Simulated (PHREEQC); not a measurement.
A PHREEQC input (ion-association model, wateq4f.dat):

```
SOLUTION 1
  temp 25
  units mg/L
  pH 8.08
  pe 0.9
  Na 52.8
  K 42.1
  Ca 9.87
  Mg 10
  Cl 54.3
  S(6) 35.6 as SO4
  Alkalinity 150
  Br 1.09
  Zn 0.0798
  Si 0.33 as SiO2
  F 1.08
  Li 0.328
END
USE solution 1
EQUILIBRIUM_PHASES 1
  Quartz 0 0.5
  Gypsum 0 0
  CO2(g) -3.4 10
END
```

The run finishes without an error or a warning.

Its last state differs from that of the intended input:

```tsv
quantity	as run	intended
pH	8.63	8.55
ionic strength (mol/kgw)	0.00592	0.00565
HCO3- (mol/kgw)	0.00277	0.00230
CO3-2 (mol/kgw)	6.99e-5	4.79e-5
CaCO3 (mol/kgw)	1.36e-5	9.60e-6
MgCO3 (mol/kgw)	1.32e-5	9.26e-6
SI of Magnesite (MgCO3)	+0.17	+0.02
```

One thing in the input isn't as intended. What explains the difference?

One answer among several that fit: The fault: 'as HCO3' left off the alkalinity, which is then read as CaCO3.
